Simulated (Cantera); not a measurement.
Feed: 1 mol CF₄, 0.37 mol HCl, 0.12 mol H₂, held at 18000 Pa.

These are equilibrium values from Cantera (NASA tables, ideal gas, pure condensed phases), not measurements of a reactor. Candidate condensed phases: C, C₆H₆, C₇H₈, C₈H₁₈; 118 gas species. Gases not in the tables: C₂F₆ and larger saturated fluorocarbons. Kinetics and transport are ignored.

x: gas mole fraction; n: condensed amount in mol.

```json
[
 {"T (K)": "1023", "x CF₄": "0.576", "x HF": "0.212", "x HCl": "0.176", "x Cl": "0.000197", "x Cl₂": "0.0235", "x CClF₃": "0.0116", "n C(graphite)": "?"},
 {"T (K)": "1098", "x CF₄": "0.565", "x HF": "0.234", "x HCl": "0.153", "x Cl": "0.000640", "x Cl₂": "0.0338", "x CClF₃": "0.0130", "n C(graphite)": "?"},
 {"T (K)": "1173", "x CF₄": "0.556", "x HF": "0.254", "x HCl": "0.130", "x Cl": "0.00174", "x Cl₂": "0.0433", "x CClF₃": "0.0140", "n C(graphite)": "?"},
 {"T (K)": "1248", "x CF₄": "0.548", "x HF": "0.272", "x HCl": "0.110", "x Cl": "0.00408", "x Cl₂": "0.0513", "x CClF₃": "0.0145", "n C(graphite)": "0.103"},
 {"T (K)": "1323", "x CF₄": "0.540", "x HF": "0.288", "x HCl": "0.0923", "x Cl": "0.00854", "x Cl₂": "0.0571", "x CClF₃": "0.0147", "n C(graphite)": "0.109"},
 {"T (K)": "1398", "x CF₄": "0.532", "x HF": "0.300", "x HCl": "0.0769", "x Cl": "0.0162", "x Cl₂": "0.0602", "x CClF₃": "0.0145", "n C(graphite)": "0.115"},
 {"T (K)": "1473", "x CF₄": "0.524", "x HF": "0.310", "x HCl": "0.0634", "x Cl": "0.0281", "x Cl₂": "0.0602", "x CClF₃": "0.0140", "n C(graphite)": "0.121"},
 {"T (K)": "1548", "x CF₄": "0.516", "x HF": "0.317", "x HCl": "0.0516", "x Cl": "0.0449", "x Cl₂": "0.0568", "x CClF₃": "0.0132", "n C(graphite)": "0.125"},
 {"T (K)": "1623", "x CF₄": "0.506", "x HF": "0.323", "x HCl": "0.0412", "x Cl": "0.0664", "x Cl₂": "0.0503", "x CClF₃": "0.0120", "n C(graphite)": "0.130"},
 {"T (K)": "1698", "x CF₄": "0.497", "x HF": "0.326", "x HCl": "0.0321", "x Cl": "0.0912", "x Cl₂": "0.0415", "x CClF₃": "0.0106", "n C(graphite)": "0.133"},
 {"T (K)": "1773", "x CF₄": "0.487", "x HF": "0.328", "x HCl": "0.0243", "x Cl": "0.117", "x Cl₂": "0.0317", "x CClF₃": "0.00899", "n C(graphite)": "0.136"},
 {"T (K)": "1848", "x CF₄": "0.477", "x HF": "0.329", "x HCl": "0.0179", "x Cl": "0.139", "x Cl₂": "0.0226", "x CClF₃": "0.00737", "n C(graphite)": "0.137"}
]
```

### Question
Complete the blanks.

### Answer

- 1023, n C(graphite): 0.0785
- 1098, n C(graphite): 0.0869
- 1173, n C(graphite): 0.0950
